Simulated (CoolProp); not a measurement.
Vapour pressure (MPa) of oxygen: the reference equation beside estimates from Tc = -118.6 °C, pc = 5.046 MPa, ω = 0.022.

The numbers come from the reference Helmholtz-energy equation of state, Schmidt 1985 in CoolProp.

```json
[
 {"T (°C)": "-150.15", "reference": "1.212", "Lee-Kesler": "1.212", "van der Waals": "1.886", "Redlich-Kwong": "1.193", "Peng-Robinson": "1.217"},
 {"T (°C)": "-147.55", "reference": "1.395", "Lee-Kesler": "1.395", "van der Waals": "2.077", "Redlich-Kwong": "1.383", "Peng-Robinson": "1.402"},
 {"T (°C)": "-144.95", "reference": "1.597", "Lee-Kesler": "1.597", "van der Waals": "2.279", "Redlich-Kwong": "1.593", "Peng-Robinson": "1.606"},
 {"T (°C)": "-142.35", "reference": "1.820", "Lee-Kesler": "1.819", "van der Waals": "2.494", "Redlich-Kwong": "1.824", "Peng-Robinson": "1.830"},
 {"T (°C)": "-139.75", "reference": "2.064", "Lee-Kesler": "2.062", "van der Waals": "2.721", "Redlich-Kwong": "2.076", "Peng-Robinson": "2.076"},
 {"T (°C)": "-137.25", "reference": "2.320", "Lee-Kesler": "2.317", "van der Waals": "2.950", "Redlich-Kwong": "2.340", "Peng-Robinson": "2.334"},
 {"T (°C)": "-134.65", "reference": "2.609", "Lee-Kesler": "2.606", "van der Waals": "3.201", "Redlich-Kwong": "2.638", "Peng-Robinson": "2.626"},
 {"T (°C)": "-132.05", "reference": "2.924", "Lee-Kesler": "2.920", "van der Waals": "3.465", "Redlich-Kwong": "2.959", "Peng-Robinson": "2.944"},
 {"T (°C)": "-129.45", "reference": "3.266", "Lee-Kesler": "3.262", "van der Waals": "3.742", "Redlich-Kwong": "3.305", "Peng-Robinson": "3.287"},
 {"T (°C)": "-126.95", "reference": "3.622", "Lee-Kesler": "3.619", "van der Waals": "4.020", "Redlich-Kwong": "3.663", "Peng-Robinson": "3.644"},
 {"T (°C)": "-124.35", "reference": "4.023", "Lee-Kesler": "4.021", "van der Waals": "4.323", "Redlich-Kwong": "4.060", "Peng-Robinson": "4.044"}
]
```

Absolute difference from the reference over all 11 rows, mean and median: Lee-Kesler 0.1 and 0.1 %, van der Waals 28.9 and 27.2 %, Redlich-Kwong 0.9 and 0.9 %, Peng-Robinson 0.6 and 0.6 %.
